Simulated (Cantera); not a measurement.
**Moist CO burnout**

An isothermal, constant-pressure homogeneous reactor starts with CO : O2 : H2O : N2 = 0.0046 : 0.014 : 7.3e-05 : 1 (molar parts), equivalence ratio 0.16, at 1125 K and 5.00 bar.

Model: GRI-Mech 3.0 (53 species, 325 reactions), integrated in Cantera.

```csv
t (s),x CO,x O2,x H2O,x H2,x OH
0.000600,0.00452,0.0137,7.17e-5,<1e-12,4.24e-12
0.00133,0.00452,0.0137,7.17e-5,<1e-12,9.83e-12
0.00293,0.00452,0.0137,7.17e-5,<1e-12,2.29e-11
0.00648,0.00452,0.0137,7.17e-5,1.71e-12,5.52e-11
0.0143,0.00452,0.0137,7.17e-5,1.03e-11,1.45e-10
0.0317,0.00451,0.0137,7.17e-5,8.35e-11,4.71e-10
0.0701,0.00451,0.0137,7.16e-5,1.66e-9,2.51e-9
0.155,0.00444,0.0137,7.14e-5,6.67e-8,1.17e-8
0.343,0.00419,0.0136,7.12e-5,2.63e-7,1.42e-8
0.757,0.00364,0.0133,7.11e-5,3.51e-7,1.53e-8
1.67,0.00266,0.0128,7.12e-5,2.83e-7,1.55e-8
3.70,0.00137,0.0122,7.14e-5,1.56e-7,1.57e-8
8.18,0.000356,0.0117,7.17e-5,4.17e-8,1.69e-8
18.1,1.59e-5,0.0115,7.18e-5,1.33e-9,2.55e-8
40.0,9.30e-9,0.0115,7.18e-5,2.60e-12,1.58e-8
```
x: mole fraction; the columns are a selection and need not sum to one.

Equilibrium at this temperature and pressure: CO 5.04e-11, O2 0.0115, H2O 7.18e-5, H2 <1e-12, OH 8.78e-9 (gas phase only).
